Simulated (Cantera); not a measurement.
What does this Cantera script print?

```python
import numpy as np
import cantera as ct

gas_names = [...]  # 151 gases of nasa_gas.yaml made of C, H, N, O, Si
cond_names = """
    C(gr) C6H6(L) C7H8(L) C8H18(L),n-octa H2O(s) H2O(L) Si(cr) Si(L) SiC(b) SiO2(Lqz) SiO2(hqz) SiO2(L)
    Si2N2O(s) Si3N4(a)
""".split()


# ... load() reads the species with a 1 bar reference pressure and builds the phases ...
atoms = {
    'SiC': {'Si': 1, 'C': 1},
    'H2O': {'H': 2, 'O': 1},
    'N2': {'N': 2},
    'CO2': {'C': 1, 'O': 2},
}
top_T = {'C(gr)': 4500, 'SiC(b)': 3050, 'Si2N2O(s)': 2100, 'Si3N4(a)': 2400}  # K; cautious upper limits of use, not melting points


# ... equilibrate(T, P, feed) seeds the gas with the atoms and calls Mixture.equilibrate('TP', solver="vcs", rtol=1e-11, max_steps=5000) ...
results = []
feed = {'SiC': 1, 'H2O': 0.0056, 'N2': 20, 'CO2': 0.37}  # mol
P = 100000  # Pa
for T in [1223, 1323, 1423, 1523, 1623, 1723, 1823, 1923, 2023, 2123, 2223]:
    mix = equilibrate(T, P, feed)
    results.append((T, P, feed, dict(zip(mix.species_names, mix.species_moles))))

top = {s: max(r[3][s] / sum(r[3][g] for g in gas_names) for r in results) for s in gas_names}
cols = sorted((s for s in top if top[s] > 0.0001), key=lambda s: -top[s])[:6]
seen = [c for c in cond_names if any(r[3].get(c, 0) > 1e-12 for r in results)]
print("log10 of partial pressures in bar; condensed amounts in mol")
print(f"{'T/K':>10s}" + "".join(f"{s[:9]:>10s}" for s in cols + seen))
for T, P, feed, n in results:
    ng = sum(n[g] for g in gas_names)
    print(f"{T:10.4g}" + "".join(f"{np.log10(max(n[s] / ng * P / 1e5, 1e-99)):10.3f}" for s in cols)
          + "".join(f"{n.get(c, 0):10.4g}" for c in seen))
```

Result:

```
log10 of partial pressures in bar; condensed amounts in mol
       T/K        N2        CO       SiO        H2        Si     C(gr)    SiC(b) Si2N2O(s)
      1223    -0.006    -1.906    -9.711    -3.549   -18.683     1.124         0       0.5
      1323    -0.006    -1.905    -8.364    -3.551   -15.915     1.124         0       0.5
      1423    -0.006    -1.905    -7.210    -3.555   -13.540     1.124         0       0.5
      1523    -0.006    -1.905    -6.211    -3.564   -11.482     1.124         0       0.5
      1623    -0.006    -1.905    -5.338    -3.579    -9.682     1.124         0       0.5
      1723    -0.006    -1.906    -4.570    -3.605    -8.094     1.123         0    0.4997
      1823    -0.014    -1.521    -3.673    -3.654    -6.891         0    0.7497     0.123
      1923    -0.014    -1.526    -2.903    -3.639    -5.793         0    0.7572    0.1086
      2023    -0.015    -1.553    -2.218    -3.639    -4.798         0    0.7904   0.04194
      2123    -0.016    -1.570    -2.044    -3.678    -4.124         0    0.8103         0
      2223    -0.016    -1.569    -2.050    -3.750    -3.602         0    0.8071         0
```

Cantera equilibrium calculation (NASA polynomials, part measured and part estimated; ideal gas, pure solids and liquids). N2 is the only nitrogen source here; it is nearly inert below about 1500 K, so the nitride shown seldom forms there in practice. Mutual solubility and eutectic melting of coexisting phases are not modelled. The tables' values for SiN are old estimates; treat these amounts as uncertain.
